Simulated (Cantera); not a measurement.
An isothermal, constant-pressure homogeneous reactor starts with 87.7 % NH₃, 12.3 % N₂, at 2400 K and 0.530 bar.

Model: the gas-phase N/H chemistry of the illustrative SiF4/NH3 mechanism in the Surface Chemkin manual (1991), integrated in Cantera. Walls and surfaces, which speed up NH3 decomposition in real reactors, are not modelled.

One state of this run: x NH₃ = 1.91e-6; x NH = 8.47e-8; x H = 0.0182; x N = 8.29e-8; x H₂ = 0.685; x N₂ = 0.296; x NH₂ = 1.64e-7. x: mole fraction; the columns are a selection and need not sum to one.

Which value of t (s) does it belong to?
A) 4.00e-6
B) 200
C) 7.68e-5
D) 0.000336

B, 200
